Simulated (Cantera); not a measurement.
Feed: 1 mol Si, 0.0021 mol H₂O, 990 mol H₂, at 1.70e-5 bar.

Method: chemical equilibrium by Gibbs-energy minimisation in Cantera with the NASA 1993 tables (ideal gas, pure condensed phases). Candidate condensed phases: H₂O, Si, SiO₂; 18 gas species. Equilibrium is a limit: real reactors are often held back by kinetics, nucleation or transport.

Over these rows the condensed part is Si(s). Partial pressures as log10 of bar:

```tsv
T (K)	1000/T (1/K)	log p Si	log p H₂
1300	0.7692	-10.36	-4.77
1325	0.7547	-10.03	-4.77
1350	0.7407	?	-4.77
1375	0.7273	-9.39	-4.77
1400	0.7143	-9.08	-4.77
1425	0.7018	-8.79	-4.77
```

Task: Fit log p(Si) = a + b·(1000/T) to the five rows, give the apparent enthalpy, and predict the row at 1350 K.

Result: Means: 1000/T = 0.7335, log p = -9.530. Sxy = -0.073197, Sxx = 0.0031359, so b = -23.34 and a = -9.530 − (-23.34)×0.7335 = 7.59.
Apparent enthalpy: −19.145 × (-23.34) = 447 kJ/mol. The condensed phases alone fix this pressure, through Si(s) = Si(g), so the slope is that reaction's ΔH° and the other gases don't enter. The five rows lie within 0.01 of the line.
Prediction at 1350 K: 7.59 + (-23.34)×0.7407 = -9.70. The computed value is -9.70, 0.00 from the line.
